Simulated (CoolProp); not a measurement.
Vapour-liquid equilibrium of n-hexane (1) + cyclohexane (2) at 0.758 bar; x and y are mole fractions of (1).

Values from CoolProp's multi-fluid Helmholtz-energy mixture model, Thol 2019 and Zhou 2014; pair parameters Bell 2016.

Problem. Give the bubble temperature and the first vapour's composition at x = 0.2, 0.5, 0.65. Is there an azeotrope?

Solution. x = 0.2: 341.2 K, y = 0.275; x = 0.5: 337.5 K, y = 0.589; x = 0.65: 335.9 K, y = 0.722. No azeotrope shows between x = 0.05 and 0.95.

The pair parameters rest on a limited set of measurements; away from them the model extrapolates.
